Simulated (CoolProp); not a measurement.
R22 along the isotherm -17.35 °C: Z from the reference equation and from simpler models built on Tc = 96.1 °C, pc = 4990 kPa, ω = 0.221; each cubic takes its own stable root.

Model: reference Helmholtz-energy equation of state, Kamei 1995, in CoolProp.

| p (kPa) | phase | reference |
|---|---|---|
| 78.9 | gas | 0.9805 |
| 127 | gas | 0.9683 |
| 206 | gas | 0.9474 |
| 333 | liquid | 0.01012 |
| 538 | liquid | 0.01633 |
| 868 | liquid | 0.02633 |
| 1400 | liquid | 0.04242 |
| 2270 | liquid | 0.06865 |
| 3660 | liquid | 0.1104 |
| 5920 | liquid | 0.1777 |
| 9560 | liquid | 0.2848 |
| 15400 | liquid | 0.4541 |
| 25000 | liquid | 0.7260 |

Task: How far does each simpler model (Soave-Redlich-Kwong, Peng-Robinson) lie from the reference over these 13 states: mean and median of the absolute difference, and the worst?

Result: 
- Soave-Redlich-Kwong: mean 7.7 %, median 9.8 %, worst +10.5 % at -17.35 °C and 333 kPa
- Peng-Robinson: mean 2.2 %, median 2.5 %, worst -3.3 % at -17.35 °C and 25000 kPa
